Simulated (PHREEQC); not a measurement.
Solution (80 °C): 0.36 mol MgSO4 and 0.11 mol NaCl per kg of water. Closed to the air; pH follows from the charge balance.

The numbers come from PHREEQC with the Pitzer model, pitzer.dat.

Precipitation was switched off in this run.

Problem. Estimate the activity of water, density, osmotic coefficient.

Solution. activity of water 0.990; density 1.018 g/cm³; osmotic coefficient 0.589.

At this temperature some constants are extrapolated from 25 °C, and those without enthalpy data are left unchanged.
